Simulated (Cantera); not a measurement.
A closed system holds: 1 mol Si2Cl6, 0.0059 mol Cl2, 68 mol H2, at 1475 °C and 750 Torr.

Cantera equilibrium calculation (NASA polynomials, part measured and part estimated; ideal gas, pure solids and liquids). Candidate condensed phases: Si; 19 gas species. The feed counts by its element totals alone. The tables' values for SiCl3, SiCl are old estimates; treat these amounts as uncertain. Gases not in the tables: Si2H6 and higher silanes. The numbers say what is thermodynamically allowed, not how fast it happens.

Base state: H2 0.929, HCl 0.0583, SiCl2 0.0122, SiCl3 0.000471, H 0.000220, SiHCl3 0.000114, SiH2Cl2 7.09e-5, SiCl4 3.24e-5 (mole fractions); condensed: Si(l).

What changes in the equilibrium state with this change: H2 from 68 to 490 mol?


```
species       before     after
----------  --------  --------
H2             0.929     0.988
HCl           0.0583    0.0113
SiCl2         0.0122  0.000431
SiCl4        3.24e-5   4.06e-8
SiCl3       0.000471   3.13e-6
SiHCl3      0.000114   7.81e-7
SiH2Cl2      7.09e-5   2.67e-6
Si(l), mol      1.08      1.77
```

What changes in the equilibrium state with this change: Si2Cl6 replaced by SiHCl3?


```
species       before    after
----------  --------  -------
H2             0.929    0.961
HCl           0.0583   0.0344
SiCl2         0.0122  0.00410
SiCl4        3.24e-5  3.68e-6
SiCl3       0.000471  9.19e-5
SiHCl3      0.000114  2.26e-5
Si(l), mol      1.08    0.700
```
The tables' values for SiCl3 are old estimates; treat these amounts as uncertain.

What changes in the equilibrium state with this change: temperature from 1475 °C to 627 °C?


```csv
species,before,after
H2,0.929,0.973
SiHCl3,0.000114,0.0118
SiCl4,3.24e-5,0.0115
HCl,0.0583,0.00270
SiCl2,0.0122,1.02e-5
H,0.000220,<1e-9
SiH2,1.91e-5,<1e-9
"Si(l), mol",1.08,0
"Si(s), mol",0,0.297
```
The tables' values for SiCl3 are old estimates; treat these amounts as uncertain.
